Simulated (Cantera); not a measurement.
Charge: 1 mol Cu, 22 mol CO, 4.4 mol H₂, equilibrated at 0.133 bar.

These are equilibrium values from Cantera (NASA tables, ideal gas, pure condensed phases), not measurements of a reactor. Candidate condensed phases: C, C₆H₆, C₇H₈, C₈H₁₈, Cu, CuO, Cu(OH)₂, Cu₂O, H₂O; 113 gas species. Kinetics and transport are ignored.

x: gas mole fraction; n: condensed amount in mol.

```csv
T (°C),x CO,x H₂,x CO₂,x Cu,x H₂O,n C(graphite),n Cu(s),n Cu(l)
852,0.827,0.166,(withheld),1.00e-8,0.00118,0.168,1.00,0
902,0.830,0.166,(withheld),4.54e-8,0.000639,0.0805,1.000,0
952,0.832,0.166,(withheld),1.81e-7,0.000363,0.0408,1.000,0
1002,0.833,0.167,(withheld),6.49e-7,0.000216,0.0219,1.000,0
1052,0.833,0.167,(withheld),2.11e-6,0.000133,0.0123,1.000,0
1102,0.833,0.167,(withheld),6.17e-6,8.51e-5,0.00718,0,1.000
1152,0.833,0.167,(withheld),1.63e-5,5.62e-5,0.00435,0,1.000
1202,0.833,0.167,(withheld),4.02e-5,3.82e-5,0.00269,0,0.999
1252,0.833,0.167,(withheld),9.33e-5,2.66e-5,0,0,0.998
1302,0.833,0.167,(withheld),0.000205,1.90e-5,0,0,0.995
1352,0.833,0.167,(withheld),0.000429,1.38e-5,0,0,0.989
1402,0.833,0.166,(withheld),0.000856,1.03e-5,0,0,0.977
1452,0.832,0.166,(withheld),0.00164,9.57e-6,0,0,0.956
```

Problem. Fill in the missing entries.

Solution. 
- 852, x CO₂: 0.00533
- 902, x CO₂: 0.00249
- 952, x CO₂: 0.00124
- 1002, x CO₂: 0.000648
- 1052, x CO₂: 0.000357
- 1102, x CO₂: 0.000206
- 1152, x CO₂: 0.000124
- 1202, x CO₂: 7.69e-5
- 1252, x CO₂: 4.94e-5
- 1302, x CO₂: 3.27e-5
- 1352, x CO₂: 2.23e-5
- 1402, x CO₂: 1.55e-5
- 1452, x CO₂: 1.36e-5
